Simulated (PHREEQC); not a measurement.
**City or well water: an equilibrium model**

Synthetic water in mg/kgw, 20 °C, pH 7.7, pe 2.4:

```tsv
constituent	mg/kgw
Na	9.5
K	0.46
Ca	19.2
Mg	15.8
Cl	11
S(6) as SO4	48
Alkalinity as HCO3	82.4
Ba	0.0539
Sr	1.08
Mn(2)	0.102
```

Na is adjusted to close the charge balance.
Valence states are taken as typed.

The numbers come from PHREEQC with the ion-association model, phreeqc.dat.

Precipitation was switched off in this run.

Task: What specific conductance does the model give?

Result: specific conductance 241 µS/cm.

Task: In which forms is Mg present?

Result: Mg+2 94 %, MgSO4 5.0 %, MgHCO3+ 1.1 % of the Mg.
